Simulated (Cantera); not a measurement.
What does this Cantera script print?

```python
import numpy as np
import cantera as ct

gas = ct.Solution("gri30.yaml")
gas.TPX = 350, 610000, {'CO': 1, 'H2': 2.3, 'CH4': 0.19, 'O2': 1.36, 'N2': 9.64}
inlet = ct.Reservoir(gas, clone=True)
gas.equilibrate("HP")  # start burning
reactor = ct.IdealGasConstPressureReactor(gas, energy="on", clone=False)
exhaust = ct.Reservoir(gas, clone=True)
tau = [0.085, 0.032, 0.012, 0.0045, 0.0017, 0.00064, 0.00024, 9.2e-05, 3.5e-05, 1.3e-05, 4.9e-06][0]
for a, b in ((inlet, reactor), (reactor, exhaust)):
    ct.MassFlowController(a, b, mdot=lambda t: reactor.mass / tau)
net = ct.ReactorNet([reactor])
show = ['CO', 'H2', 'CH4', 'NO2', 'CH2']

rows = []
print(f"{'tau/s':>10s}{'T/K':>9s}" + "".join(f"{s:>11s}" for s in show))
for tau in [0.085, 0.032, 0.012, 0.0045, 0.0017, 0.00064, 0.00024, 9.2e-05, 3.5e-05, 1.3e-05, 4.9e-06]:
    net.initial_time = 0.0
    net.advance(30 * tau)
    before = gas.X
    net.advance(40 * tau)
    drift = np.max(np.abs(gas.X - before) / (gas.X + 1e-9))
    rows.append([gas.T, *gas[show].X, drift])
    print(f"{tau:10.3e}{gas.T:9.1f}" + "".join(f"{x:11.3e}" for x in gas[show].X))
```

It prints:

```
     tau/s      T/K         CO         H2        CH4        NO2        CH2
 8.500e-02   1721.4  4.714e-02  4.839e-02  8.954e-04  4.650e-11  2.337e-08
 3.200e-02   1718.0  4.752e-02  4.832e-02  8.915e-04  1.235e-10  5.428e-08
 1.200e-02   1712.6  4.819e-02  4.834e-02  8.641e-04  2.932e-10  1.257e-07
 4.500e-03   1704.3  4.922e-02  4.835e-02  8.477e-04  5.923e-10  2.826e-07
 1.700e-03   1691.9  5.066e-02  4.835e-02  8.541e-04  9.928e-10  5.954e-07
 6.400e-04   1673.4  5.254e-02  4.834e-02  8.923e-04  1.372e-09  1.141e-06
 2.400e-04   1644.5  5.499e-02  4.843e-02  1.011e-03  1.568e-09  1.881e-06
 9.200e-05   1572.0  6.017e-02  5.014e-02  1.624e-03  1.498e-09  2.276e-06
 3.500e-05    350.0  6.901e-02  1.587e-01  1.311e-02 -3.215e-20 -3.824e-33
 1.300e-05    350.0  6.901e-02  1.587e-01  1.311e-02 -2.120e-23 -6.432e-37
 4.900e-06    350.0  6.901e-02  1.587e-01  1.311e-02 -1.339e-24  6.756e-37
```

Cantera simulation using GRI-Mech 3.0 (53 species, 325 reactions); the numbers are that mechanism's predictions, not measurements.
